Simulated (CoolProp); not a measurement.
The numbers come from the reference Helmholtz-energy equation of state, Leachman 2009 in CoolProp.

Problem. For normal hydrogen, give the phase and the Joule-Thomson coefficient (K/MPa) at -204.35 °C and 4.66 kPa; -204.35 °C and 36.4 kPa; -204.35 °C and 285 kPa.

Solution. 
- -204.35 °C and 4.66 kPa: gas; Joule-Thomson coefficient 2.84
- -204.35 °C and 36.4 kPa: gas; Joule-Thomson coefficient 2.84
- -204.35 °C and 285 kPa: gas; Joule-Thomson coefficient 2.80
